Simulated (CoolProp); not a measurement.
R124 along the isotherm 470 K: density (kg/m³) from the reference equation and from simpler models built on Tc = 395.4 K, pc = 3.624 MPa, ω = 0.288; each cubic takes its own stable root.

Computed with CoolProp (reference Helmholtz-energy equation of state, de Vries 1995).

```
p (MPa)          phase  reference  van der Waals  Redlich-Kwong  Soave-Redlich-Kwong  Peng-Robinson
-------  -------------  ---------  -------------  -------------  -------------------  -------------
1.01               gas      37.27          37.37              ?                37.18          37.52
2.01               gas      78.75          79.48          79.67                78.29          79.72
3.02               gas      126.5          129.4          129.1                125.1          128.6
4.03     supercritical          ?          190.6          187.7                178.3          184.9
5.03     supercritical      245.5          268.9          257.4                238.0          248.8
6.04     supercritical      320.6          369.1          340.3                305.1          321.1
7.05     supercritical      404.9              ?          429.1                375.9          397.7
8.05     supercritical      490.4          525.3          509.8                444.5              ?
9.06     supercritical      569.5          570.1          577.4                507.6          541.9
```

### Question
Fill in the missing entries.

### Answer

- 1.01, Redlich-Kwong: 37.46
- 4.03, reference: 181.6
- 7.05, van der Waals: 461.9
- 8.05, Peng-Robinson: 472.5
